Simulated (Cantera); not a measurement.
A Cantera script and what it prints.

```python
import numpy as np
import cantera as ct

gas_names = """
    B BF BF2 BF3 BH BHF2 BH2 BH3 BN BO BOF BOF2 BO2 B2 B2O B2O2 B2O3 B3O3F3 B3O3H3 F FO FO2 F2 F2O H HBO
    HBO2 HF HNO HNO2 HNO3 HOF HO2 H2 H2F2 H2O H2O2 H3B3O6 H3F3 H4F4 H5F5 H6F6 H7F7 N NF NF2 NF3 NH NH2
    NH3 NH2OH NO NO2 NO3 N2 N2H2 N2H4 N2O O OH O2 O3
""".split()
cond_names = """
    B(b) B(L) BN(s) B2O3(L) B3O3H3(cr) H2O(s) H2O(L)
""".split()


def load(file, names, dense=False):
    # The tables refer to 1 bar. Condensed volumes are neglected.
    table = {s.name: s for s in ct.Species.list_from_file(file)}
    out = []
    for n in names:
        d = dict(table[n].input_data)
        d["thermo"] = dict(d["thermo"], **{"reference-pressure": 1e5})
        if dense:
            d["equation-of-state"] = {"model": "constant-volume", "density": "1e6 g/cm^3"}
        out.append(ct.Species.from_dict(d))
    return out


gas = ct.Solution(thermo="ideal-gas", species=load("nasa_gas.yaml", gas_names))
cond = {s.name: ct.Solution(thermo="fixed-stoichiometry", species=[s], name=s.name)
        for s in load("nasa_condensed.yaml", cond_names, dense=True)}
atoms = {
    'B2O3': {'B': 2, 'O': 3},
    'HF': {'H': 1, 'F': 1},
    'N2': {'N': 2},
}
top_T = {'BN(s)': 3200}  # K; cautious upper limits of use, not melting points


def equilibrate(T, P, feed):
    n = {}
    for name, mol in feed.items():
        for a, k in atoms[name].items():
            n[a] = n.get(a, 0.0) + k * mol
    gas.TPX = T, P, n
    mass = sum(n.values()) * gas.mean_molecular_weight
    gas.equilibrate("TP")
    valid = [c for c in cond.values() if c.min_temp <= T <= top_T.get(c.name, c.max_temp)]
    mix = ct.Mixture([(gas, mass / gas.mean_molecular_weight)] + [(c, 0.0) for c in valid])
    mix.T, mix.P = T, P
    mix.equilibrate("TP", solver="vcs", rtol=1e-11, max_steps=5000)
    return mix


results = []
feed = {'B2O3': 1, 'HF': 15, 'N2': 11}  # mol
T = 1550  # K
for P in [1, 3.6, 13, 46, 170, 600, 2200, 7700, 28000, 100000]:
    mix = equilibrate(T, P, feed)
    results.append((T, P, feed, dict(zip(mix.species_names, mix.species_moles))))

top = {s: max(r[3][s] / sum(r[3][g] for g in gas_names) for r in results) for s in gas_names}
cols = sorted((s for s in top if top[s] > 1e-06), key=lambda s: -top[s])[:7]
seen = [c for c in cond_names if any(r[3].get(c, 0) > 1e-12 for r in results)]
print("log10 of partial pressures in bar; condensed amounts in mol")
print(f"{'P/Pa':>10s}" + "".join(f"{s[:9]:>10s}" for s in cols + seen))
for T, P, feed, n in results:
    ng = sum(n[g] for g in gas_names)
    print(f"{P:10.4g}" + "".join(f"{np.log10(max(n[s] / ng * P / 1e5, 1e-99)):10.3f}" for s in cols)
          + "".join(f"{n.get(c, 0):10.4g}" for c in seen))
```

Result:

```
log10 of partial pressures in bar; condensed amounts in mol
      P/Pa        HF        N2       H2O       BOF       BF3      HBO2        H2
         1    -5.316    -5.390    -6.475    -6.142    -9.604    -7.757    -7.835
       3.6    -4.760    -4.834    -5.910    -5.586    -8.501    -7.193    -7.452
        13    -4.202    -4.276    -5.345    -5.029    -7.395    -6.628    -7.071
        46    -3.655    -3.727    -4.784    -4.485    -6.315    -6.071    -6.692
       170    -3.090    -3.158    -4.186    -3.931    -5.231    -5.484    -6.290
       600    -2.550    -2.608    -3.575    -3.420    -4.252    -4.902    -5.878
      2200    -2.002    -2.039    -2.908    -2.937    -3.339    -4.300    -5.429
      7700    -1.482    -1.488    -2.253    -2.535    -2.551    -3.763    -4.987
   2.8e+04    -0.949    -0.920    -1.593    -2.208    -1.820    -3.308    -4.541
     1e+05    -0.421    -0.361    -0.974    -1.995    -1.169    -3.005    -4.121
```

Method: chemical equilibrium by Gibbs-energy minimisation in Cantera with the NASA 1993 tables (ideal gas, pure condensed phases). Gases not in the tables: H3BO3.
